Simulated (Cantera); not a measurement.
Input: 1 mol Si, 0.15 mol O2, 310 mol N2, 0.23 mol H2O, equilibrated at 1.00 bar.

These are equilibrium values from Cantera (NASA tables, ideal gas, pure condensed phases), not measurements of a reactor. Candidate condensed phases: H2O, Si, SiO2, Si2N2O, Si3N4; 35 gas species. The numbers say what is thermodynamically allowed, not how fast it happens. All values below are at 1698 K.

Base state: N2 0.999, H2 0.000740, SiO 0.000193 (mole fractions); condensed: Si2N2O(s).

**Question.** What changes in the equilibrium state with this change: Si replaced by Si3N4?

**Answer.** 
```csv
species,before,after
N2,0.999,0.999
H2,0.000740,0.000739
SiO,0.000193,6.81e-6
"Si2N2O(s), mol",0.470,0.528
"Si3N4(s), mol",0,0.647
```
Mutual solubility and eutectic melting of coexisting phases are not modelled.

**Question.** What changes in the equilibrium state with this change: 0.2 mol NH3 added?

**Answer.** 
```tsv
species	before	after
N2	0.999	0.998
H2	0.000740	0.00170
SiO	0.000193	0.000191
Si2N2O(s), mol	0.470	0.470
```
